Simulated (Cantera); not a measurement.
Cantera run, input and output.

```python
import numpy as np
import cantera as ct

gas = ct.Solution("gri30.yaml")
gas.TPX = 1300, 1700000, {'CH4': 1, 'CO2': 0.83}
inlet = ct.Reservoir(gas, clone=True)

reactor = ct.IdealGasConstPressureReactor(gas, energy="off", clone=False)
exhaust = ct.Reservoir(gas, clone=True)
tau = [8.9, 2.7, 0.85, 0.26, 0.082, 0.025, 0.0079, 0.0024, 0.00076][0]
for a, b in ((inlet, reactor), (reactor, exhaust)):
    ct.MassFlowController(a, b, mdot=lambda t: reactor.mass / tau)
net = ct.ReactorNet([reactor])
show = ['CH4', 'CO2', 'OH', 'CH3', 'CH2CO']

rows = []
print(f"{'tau/s':>10s}{'T/K':>9s}" + "".join(f"{s:>11s}" for s in show))
for tau in [8.9, 2.7, 0.85, 0.26, 0.082, 0.025, 0.0079, 0.0024, 0.00076]:
    net.initial_time = 0.0
    net.advance(30 * tau)
    before = gas.X
    net.advance(40 * tau)
    drift = np.max(np.abs(gas.X - before) / (gas.X + 1e-9))
    rows.append([gas.T, *gas[show].X, drift])
    print(f"{tau:10.3e}{gas.T:9.1f}" + "".join(f"{x:11.3e}" for x in gas[show].X))
```

Result:

```
     tau/s      T/K        CH4        CO2         OH        CH3      CH2CO
 8.900e+00   1300.0  3.856e-01  3.286e-01  1.007e-09  6.314e-06  4.492e-06
 2.700e+00   1300.0  4.739e-01  4.137e-01  2.033e-10  4.915e-06  6.502e-07
 8.500e-01   1300.0  5.209e-01  4.447e-01  3.467e-11  4.353e-06  6.305e-08
 2.600e-01   1300.0  5.386e-01  4.518e-01  7.166e-12  4.321e-06  4.811e-09
 8.200e-02   1300.0  5.442e-01  4.532e-01  1.788e-12  4.067e-06  3.118e-10
 2.500e-02   1300.0  5.458e-01  4.535e-01  5.947e-13  3.563e-06  1.767e-11
 7.900e-03   1300.0  5.463e-01  4.535e-01  3.417e-13  3.157e-06  1.279e-12
 2.400e-03   1300.0  5.464e-01  4.536e-01  2.773e-13  2.920e-06  1.007e-13
 7.600e-04   1300.0  5.464e-01  4.536e-01  2.590e-13  2.698e-06  8.981e-15
```

Detailed kinetics in Cantera: GRI-Mech 3.0 (53 species, 325 reactions). The pressure lies above the range GRI-Mech 3.0 was tuned for (to about 10 atm).
